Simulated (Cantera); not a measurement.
Charge: 1 mol n-butane, 0.0091 mol O2, 0.68 mol N2, held at 2975 K and 8000000 Pa.

Equilibrium computed with Cantera from the NASA thermochemical tables; the gas is ideal and each condensed phase is pure. Candidate condensed phases: C, C6H6, C7H8, C8H18, H2O; 136 gas species. The ideal-gas law is rough above about 30 bar. Equilibrium is a limit: real reactors are often held back by kinetics, nucleation or transport.

Base state: H2 0.781, N2 0.0890, HCN 0.0505, C2H2 (acetylene) 0.0451, H 0.0144, HNC 0.00933, CH4 0.00391, CO 0.00319 (mole fractions); condensed: C(graphite).

Problem. What changes in the equilibrium state with this change: O2 from 0.0091 to 0.67 mol?

Solution. 
| species | before | after |
|---|---|---|
| H2 | 0.781 | 0.634 |
| CO | 0.00319 | 0.190 |
| N2 | 0.0890 | 0.0721 |
| HCN | 0.0505 | 0.0409 |
| C2H2 (acetylene) | 0.0451 | 0.0366 |
| H | 0.0144 | 0.0130 |
| HCO | 2.92e-7 | 1.57e-5 |
| H2O | 1.82e-6 | 8.85e-5 |
| CH3CN | 0.000115 | 7.60e-5 |
| NH3 | 0.000114 | 7.51e-5 |
| C3H4 (allene) | 3.19e-5 | 2.10e-5 |
| C(graphite), mol | 3.05 | 1.74 |
